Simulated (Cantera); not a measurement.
Cantera run:

```python
import numpy as np
import cantera as ct

gas_names = """
    F F2 Mg MgF MgF2 MgN Mg2 Mg2F4 N NF NF2 NF3 N2
""".split()
cond_names = """
    Mg(cr) Mg(L) MgF2(s) MgF2(L)
""".split()


def load(file, names, dense=False):
    # The tables refer to 1 bar. Condensed volumes are neglected.
    table = {s.name: s for s in ct.Species.list_from_file(file)}
    out = []
    for n in names:
        d = dict(table[n].input_data)
        d["thermo"] = dict(d["thermo"], **{"reference-pressure": 1e5})
        if dense:
            d["equation-of-state"] = {"model": "constant-volume", "density": "1e6 g/cm^3"}
        out.append(ct.Species.from_dict(d))
    return out


gas = ct.Solution(thermo="ideal-gas", species=load("nasa_gas.yaml", gas_names))
cond = {s.name: ct.Solution(thermo="fixed-stoichiometry", species=[s], name=s.name)
        for s in load("nasa_condensed.yaml", cond_names, dense=True)}
atoms = {
    'MgF2': {'Mg': 1, 'F': 2},
    'N2': {'N': 2},
}
top_T = {}  # K; cautious upper limits of use, not melting points


def equilibrate(T, P, feed):
    n = {}
    for name, mol in feed.items():
        for a, k in atoms[name].items():
            n[a] = n.get(a, 0.0) + k * mol
    gas.TPX = T, P, n
    mass = sum(n.values()) * gas.mean_molecular_weight
    gas.equilibrate("TP")
    valid = [c for c in cond.values() if c.min_temp <= T <= top_T.get(c.name, c.max_temp)]
    mix = ct.Mixture([(gas, mass / gas.mean_molecular_weight)] + [(c, 0.0) for c in valid])
    mix.T, mix.P = T, P
    mix.equilibrate("TP", solver="vcs", rtol=1e-11, max_steps=5000)
    return mix


results = []
feed = {'MgF2': 1, 'N2': 5.2}  # mol
P = 71000  # Pa
for T in [1348, 1398, 1448, 1498, 1548, 1598, 1648, 1698, 1748, 1798]:
    mix = equilibrate(T, P, feed)
    results.append((T, P, feed, dict(zip(mix.species_names, mix.species_moles))))

top = {s: max(r[3][s] / sum(r[3][g] for g in gas_names) for r in results) for s in gas_names}
cols = sorted((s for s in top if top[s] > 1e-06), key=lambda s: -top[s])[:6]
seen = [c for c in cond_names if any(r[3].get(c, 0) > 1e-12 for r in results)]
print("log10 of partial pressures in bar; condensed amounts in mol")
print(f"{'T/K':>10s}" + "".join(f"{s[:9]:>10s}" for s in cols + seen))
for T, P, feed, n in results:
    ng = sum(n[g] for g in gas_names)
    print(f"{T:10.4g}" + "".join(f"{np.log10(max(n[s] / ng * P / 1e5, 1e-99)):10.3f}" for s in cols)
          + "".join(f"{n.get(c, 0):10.4g}" for c in seen))
```

Result:

```
log10 of partial pressures in bar; condensed amounts in mol
       T/K        N2      MgF2     Mg2F4   MgF2(s)   MgF2(L)
      1348    -0.149    -5.721    -9.804         1         0
      1398    -0.149    -5.203    -9.111         1         0
      1448    -0.149    -4.722    -8.468    0.9999         0
      1498    -0.149    -4.275    -7.870    0.9996         0
      1548    -0.149    -3.874    -7.343         0     0.999
      1598    -0.149    -3.547    -6.947         0    0.9979
      1648    -0.149    -3.242    -6.578         0    0.9958
      1698    -0.149    -2.956    -6.234         0    0.9919
      1748    -0.150    -2.689    -5.912         0    0.9849
      1798    -0.151    -2.437    -5.610         0    0.9731
```

Method: chemical equilibrium by Gibbs-energy minimisation in Cantera with the NASA 1993 tables (ideal gas, pure condensed phases).
